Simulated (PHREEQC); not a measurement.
## Spent oxide etchant: speciation

Dissolve 0.047 mol/kgw NH4HF2, 0.12 mol/kgw (NH4)2SiF6 and 0.021 mol/kgw H3PO4 at 20 °C and 300 atm. Closed to the air; pH follows from the charge balance.

All values are PHREEQC results (ion-association model, phreeqc.dat), not measurements.

Each row changes one thing in this solution. Precipitation was switched off in this run.

```tsv
case	pH	ionic strength (mol/kgw)	HF (mol/kgw)	F- (mol/kgw)	H2PO4- (mol/kgw)	HF2- (mol/kgw)
as made	2.55	0.411	0.0556	0.0284	0.0173	0.00503
(NH4)2SiF6 left out	2.65	…	0.0566	…	0.0173	0.00504
diluted 2-fold with water	2.65	0.206	0.0281	0.0160	0.00883	0.00145
NH4HF2 left out	2.05	0.371	0.00394	0.000621	0.0124	7.83e-6
NH4HF2 from 0.047 to 0.094 mol/kgw	2.66	0.457	0.0914	0.0611	0.0180	0.0177
temperature from 20 to 75 °C	2.92	0.409	0.0581	0.0249	…	…
temperature from 20 to 85 °C	3.00	0.408	0.0587	0.0246	0.0184	0.00533
H3PO4 from 0.021 to 0.0315 mol/kgw	2.42	0.412	0.0618	0.0231	0.0243	0.00455
```

Question: Fill in the missing entries.

Answer: 
- (NH4)2SiF6 left out, ionic strength (mol/kgw): 0.0496
- (NH4)2SiF6 left out, F- (mol/kgw): 0.0273
- temperature from 20 to 75 °C, H2PO4- (mol/kgw): 0.0181
- temperature from 20 to 75 °C, HF2- (mol/kgw): 0.00549

Some of these states are supersaturated (in Quartz (slow to form), Chalcedony (slow to form), for instance). Under pressure, the constants of complexes without a molar volume in the database are unreliable. At this temperature some constants are extrapolated from 25 °C, and those without enthalpy data are left unchanged. SiF6-2 is the database's only silicon fluoride.
